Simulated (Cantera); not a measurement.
# CH3SiH3 + HCl + H2 (silicon carbide growth)

A closed system holds: 1 mol CH3SiH3, 0.13 mol HCl, 1900 mol H2, held at 1.00 bar.

Method: chemical equilibrium by Gibbs-energy minimisation in Cantera with the NASA 1993 tables (ideal gas, pure condensed phases). Candidate condensed phases: C, C6H6, C7H8, C8H18, Si, SiC; 109 gas species. The feed counts by its element totals alone. Mutual solubility and eutectic melting of coexisting phases are not modelled. Gases not in the tables: Si2H6 and higher silanes. The numbers say what is thermodynamically allowed, not how fast it happens.

```
T (°C)   x H2       x H      x Si  x C2H2 (acetylene)    x SiH2     x SiH  n Si(s)  n SiC(s)
------  -----  --------  --------  ------------------  --------  --------  -------  --------
875     1.000   7.16e-8    <1e-12              <1e-12   3.97e-9  3.88e-12   0.0533     0.945
1075    1.000   2.31e-6  1.88e-10            1.70e-11   1.69e-7   1.21e-9   0.0397     0.958
1275    1.000   3.08e-5   3.18e-8             1.20e-9   2.73e-6   8.41e-8   0.0265     0.966
1475    1.000  0.000228   1.21e-6             5.79e-8   1.71e-5   1.61e-6        0     0.960
1675    0.999   0.00113   1.10e-5             4.88e-6   3.70e-5   8.43e-6        0     0.890
1875    0.995   0.00416   9.35e-5             8.77e-5   9.83e-5   4.58e-5        0     0.525
2075    0.987    0.0123  0.000290            0.000231  0.000115   9.73e-5        0         0
2275    0.969    0.0304  0.000361            0.000240   6.27e-5   8.73e-5        0         0
```
x: gas mole fraction; n: condensed amount in mol.

From 875 °C to 1275 °C the condensed part is Si(s) + SiC(s). From 1475 °C to 1875 °C the condensed part is SiC(s). From 2075 °C to 2275 °C nothing is condensed. The main Si-bearing gas is SiH4 at 875 °C and Si at 2275 °C.
